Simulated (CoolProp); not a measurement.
Propylene at several states: fugacity coefficient from the reference equation and from simpler models built on Tc = 364.2 K, pc = 4.555 MPa, ω = 0.146; each cubic takes its own stable root.

Model: reference Helmholtz-energy equation of state, Lemmon 2013, in CoolProp.

```tsv
T (K)	p (MPa)	phase	reference
505.2	3.27	gas	0.9201
136.2	3.84	liquid	2.187e-5
428.9	0.584	gas	0.9740
258.3	0.946	liquid	0.3617
368	0.348	gas	0.9747
```

Question: How far does each simpler model (van der Waals, Redlich-Kwong) lie from the reference over these 5 states: mean and median of the absolute difference, and the worst?

Answer: 
- van der Waals: mean 4294.2 %, median 1.2 %, worst +21331.2 % at 136.2 K and 3.84 MPa
- Redlich-Kwong: mean 5.7 %, median 0.7 %, worst +20.9 % at 258.3 K and 0.946 MPa

At some of these states van der Waals gives the other phase, because its saturation line lies elsewhere.
